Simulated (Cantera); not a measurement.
## Equilibrium for abatement and gas-phase synthesis: H2S + O2 + H2 + H2O + HF

Charge: 1 mol H2S, 0.1 mol O2, 0.098 mol H2, 0.058 mol H2O, 0.00058 mol HF, at 1.00 bar.

These are equilibrium values from Cantera (NASA tables, ideal gas, pure condensed phases), not measurements of a reactor. Candidate condensed phases: H2O, H2SO4, S; 43 gas species. Gases not in the tables: S3 to S7. Equilibrium is a limit: real reactors are often held back by kinetics, nucleation or transport.

From 800 °C to 1900 °C nothing is condensed.

```csv
T (°C),x H2S,x H2,x S2,x H2O,x SH,x SO,x S,x SO2
800,0.686,0.0423,0.0621,0.209,7.74e-5,1.14e-6,1.01e-8,0.000164
900,0.633,0.0811,0.0806,0.205,0.000249,4.05e-6,9.09e-8,0.000178
1000,0.564,0.131,0.104,0.199,0.000656,1.28e-5,5.92e-7,0.000220
1100,0.485,0.188,0.131,0.193,0.00147,3.59e-5,2.95e-6,0.000291
1200,0.406,0.246,0.158,0.186,0.00286,9.05e-5,1.18e-5,0.000398
1300,0.332,0.299,0.183,0.180,0.00499,0.000208,3.90e-5,0.000556
1400,0.267,0.346,0.203,0.174,0.00794,0.000441,0.000111,0.000781
1500,0.213,0.384,0.220,0.169,0.0117,0.000868,0.000279,0.00109
1600,0.170,0.414,0.231,0.163,0.0164,0.00160,0.000629,0.00151
1700,0.136,0.437,0.239,0.158,0.0217,0.00278,0.00130,0.00204
1800,0.109,0.455,0.242,0.153,0.0278,0.00457,0.00248,0.00267
1900,0.0884,0.469,0.243,0.146,0.0343,0.00711,0.00445,0.00339
```
x: gas mole fraction; nothing condenses.
